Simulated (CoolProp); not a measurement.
Vapour-liquid equilibrium of acetone (1) + p-xylene (2) at 390.6 K; x and y are mole fractions of (1).

The numbers come from the multi-fluid Helmholtz-energy mixture model, Lemmon 2006 and Zhou 2012; pair parameters Bell 2016 in CoolProp.

Question: Give the bubble pressure and the first vapour's composition at x = 0.2, 0.5, 0.65. Is there an azeotrope?

Answer: x = 0.2: 0.2008 MPa, y = 0.753; x = 0.5: 0.3450 MPa, y = 0.889; x = 0.65: 0.4077 MPa, y = 0.925. No azeotrope shows between x = 0.05 and 0.95.

Pair parameters are fitted to limited data, so mixtures are less certain than the pure fluids.
